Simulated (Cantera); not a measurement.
Charge: 1 mol SiH4, 0.62 mol C2H4, 18 mol H2, held at 1627 °C and 0.133 bar.

Cantera equilibrium calculation (NASA polynomials, part measured and part estimated; ideal gas, pure solids and liquids). Candidate condensed phases: C, C6H6, C7H8, C8H18, Si, SiC; 87 gas species. Equilibrium is a limit: real reactors are often held back by kinetics, nucleation or transport.

Base state: H2 0.997, H 0.00217, C2H2 (acetylene) 0.000381, CH4 7.45e-5 (mole fractions); condensed: C(graphite) + SiC(s).

What changes in the equilibrium state with this change: temperature from 1627 °C to 1402 °C?


```
species             before     after
----------------  --------  --------
H2                   0.997     0.999
H                  0.00217  0.000318
CH4                7.45e-5  0.000160
C2H2 (acetylene)  0.000381   5.80e-5
C(graphite), mol     0.222     0.234
SiC(s), mol          1.000     1.000
```
